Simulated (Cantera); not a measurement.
A closed system holds: 1 mol n-butane, 0.12 mol NH3, 3.9 mol H2, 1.2 mol CO2, at 2273 K and 86.0 mbar.

Method: chemical equilibrium by Gibbs-energy minimisation in Cantera with the NASA 1993 tables (ideal gas, pure condensed phases). Candidate condensed phases: C, C6H6, C7H8, C8H18, H2O; 136 gas species. Rates play no part.

Base state: H2 0.760, CO 0.205, H 0.0250, N2 0.00400, C2H2 (acetylene) 0.00287, HCN 0.00209, HNC 0.000183, CH4 1.12e-5 (mole fractions); condensed: C(graphite).

### Question
What changes in the equilibrium state with this change: temperature from 2273 K to 1225 K?

### Answer
```csv
species,before,after
H2,0.760,0.786
CO,0.205,0.208
N2,0.00400,0.00520
H,0.0250,9.42e-7
C2H2 (acetylene),0.00287,1.28e-7
HNC,0.000183,3.53e-8
CO2,2.98e-8,4.97e-5
H2O,6.09e-7,0.000276
HCN,0.00209,6.25e-6
"C(graphite), mol",2.71,2.80
```

### Question
What changes in the equilibrium state with this change: NH3 from 0.12 to 0.022 mol?

### Answer
```csv
species,before,after
H2,0.760,0.762
CO,0.205,0.209
H,0.0250,0.0250
N2,0.00400,0.000539
HCN,0.00209,0.000768
HNC,0.000183,6.74e-5
CH4,1.12e-5,1.13e-5
"C(graphite), mol",2.71,2.72
```
